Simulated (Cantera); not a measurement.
Cantera run, input and output.

```python
import numpy as np
import cantera as ct

gas = ct.Solution("gri30.yaml")


def delay(T, t_max=10):
    gas.TPX = T, 68000, {'C3H8': 1, 'O2': 3.33, 'N2': 12.5}
    reactor = ct.IdealGasReactor(gas, clone=False)
    net = ct.ReactorNet([reactor])
    net.rtol, net.atol = 1e-8, 1e-16
    while net.time < t_max:
        t_old, T_old = net.time, reactor.T
        net.step()
        if reactor.T > T + 400:  # ignition: a rise of 400 K
            return t_old + (T + 400 - T_old) / (reactor.T - T_old) * (net.time - t_old)
    return np.nan


taus = []
for T in [1025, 1100, 1175, 1250, 1325, 1400, 1475]:
    taus.append(delay(T))
    print(f"T0 = {T:6g} K   tau = {taus[-1]:.4e} s")
```

Result:

```
T0 =   1025 K   tau = 4.0456e-01 s
T0 =   1100 K   tau = 6.4838e-02 s
T0 =   1175 K   tau = 1.1783e-02 s
T0 =   1250 K   tau = 2.6450e-03 s
T0 =   1325 K   tau = 7.5351e-04 s
T0 =   1400 K   tau = 2.6984e-04 s
T0 =   1475 K   tau = 1.1820e-04 s
```

Model: GRI-Mech 3.0 (53 species, 325 reactions), integrated in Cantera. GRI-Mech 3.0 was tuned for natural gas; its chemistry of propane as a main component is partial and can be far from experiment.
